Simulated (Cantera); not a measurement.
**Thermodynamics of tantalum, niobium, vanadium and zirconium in process gases, feed V + O₂**

Feed: 1 mol V, 9.8 mol O₂, at 1.90e-6 bar.

Method: chemical equilibrium by Gibbs-energy minimisation in Cantera with the NASA 1993 tables (ideal gas, pure condensed phases). Candidate condensed phases: V, VO, V₂O₃, V₂O₄, V₂O₅; 6 gas species. Condensed phases not in the tables: the oxides between V₂O₃ and V₂O₅ other than VO₂. Equilibrium is a limit: real reactors are often held back by kinetics, nucleation or transport.

```csv
T (K),log p O₂,log p VO₂,log p O,log p VO,n V₂O₄(s)
1375,-5.72,-8.45,-9.06,-15.74,0.492
1425,-5.72,-7.85,-8.72,-14.66,0.467
1475,-5.73,-7.29,-8.41,-13.66,0.377
1525,-5.76,-6.77,-8.13,-12.70,0.0660
1575,-5.77,-6.71,-7.86,-12.26,0
1625,-5.77,-6.72,-7.60,-11.89,0
1675,-5.78,-6.72,-7.36,-11.55,0
1725,-5.79,-6.72,-7.13,-11.22,0
```
log p: log10 of the partial pressure in bar; n: condensed amount in mol.

From 1375 K to 1525 K the condensed part is V₂O₄(s). From 1575 K to 1725 K nothing is condensed. The main V-bearing gas is VO₂ throughout.
